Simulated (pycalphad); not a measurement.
Effect of Sn content in Si-Sn

Computed with pycalphad from the COST 507 light-alloy database (1999), at 1 atm. These are 1990s assessments: newer ones move some temperatures and phases. Amounts are mole fractions of atoms.

One of these alloys has its liquidus at 1640 K, its solidus at 505 K, and holds diamond (Si) 0.78, liquid 0.22 at 650 K. Which?
A) Si-87Sn (at.%)
B) Si-58Sn (at.%)
C) Si-21.75Sn (at.%)

C, Si-21.75Sn (at.%). The others: Si-58Sn (at.%), liquidus 1598, solidus 505; Si-87Sn (at.%), liquidus 1473, solidus 505
